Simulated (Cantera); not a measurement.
An adiabatic, constant-pressure homogeneous reactor starts with CH₄ : C₂H₆ : C₃H₈ : O₂ : N₂ : H₂O = 1 : 0.29 : 0.057 : 2.06 : 19.4 : 0.98 (molar parts), at 1175 K and 9.87 atm. Integrator tolerance rtol = 1e-08.

Model: GRI-Mech 3.0 (53 species, 325 reactions), integrated in Cantera.

Task: What does this change do: pressure from 9.87 atm to 0.987 atm?

Result: 
```csv
quantity,before,after
time of steepest temperature rise,1.38 ms,6.29 ms
temperature at 0.500 s,1907 K,1906 K
equilibrium temperature,1907 K,1906 K
x(CH₄) at 0.500 s,4.98e-10 (gas-phase equilibrium 5.53e-10),5.01e-12 (gas-phase equilibrium 5.56e-12)
x(C₂H₆) at 0.500 s,<1e-12 (gas-phase equilibrium <1e-12),<1e-12 (gas-phase equilibrium <1e-12)
x(C₃H₈) at 0.500 s,<1e-12 (gas-phase equilibrium <1e-12),<1e-12 (gas-phase equilibrium <1e-12)
x(H₂O₂) at 0.500 s,4.34e-11 (gas-phase equilibrium 4.34e-11),4.29e-11 (gas-phase equilibrium 4.29e-11)
x(O₂) at 0.500 s,8.65e-9 (gas-phase equilibrium 8.65e-9),8.50e-8 (gas-phase equilibrium 8.52e-8)
x(C₂H) at 0.500 s,<1e-12 (gas-phase equilibrium <1e-12),<1e-12 (gas-phase equilibrium <1e-12)
```

Task: What does this change do: initial temperature 1175 to 1300 K?

Result: 
| quantity | before | after |
|---|---|---|
| time of steepest temperature rise | 1.38 ms | 0.340 ms |
| temperature at 0.500 s | 1907 K | 2024 K |
| equilibrium temperature | 1907 K | 2024 K |
| x(CH₄) at 0.500 s | 4.98e-10 (gas-phase equilibrium 5.53e-10) | 2.11e-10 (gas-phase equilibrium 2.36e-10) |
| x(C₂H₆) at 0.500 s | <1e-12 (gas-phase equilibrium <1e-12) | <1e-12 (gas-phase equilibrium <1e-12) |
| x(C₃H₈) at 0.500 s | <1e-12 (gas-phase equilibrium <1e-12) | <1e-12 (gas-phase equilibrium <1e-12) |
| x(H₂O₂) at 0.500 s | 4.34e-11 (gas-phase equilibrium 4.34e-11) | 1.68e-10 (gas-phase equilibrium 1.68e-10) |
| x(O₂) at 0.500 s | 8.65e-9 (gas-phase equilibrium 8.65e-9) | 5.69e-8 (gas-phase equilibrium 5.69e-8) |
| x(C₂H) at 0.500 s | <1e-12 (gas-phase equilibrium <1e-12) | <1e-12 (gas-phase equilibrium <1e-12) |
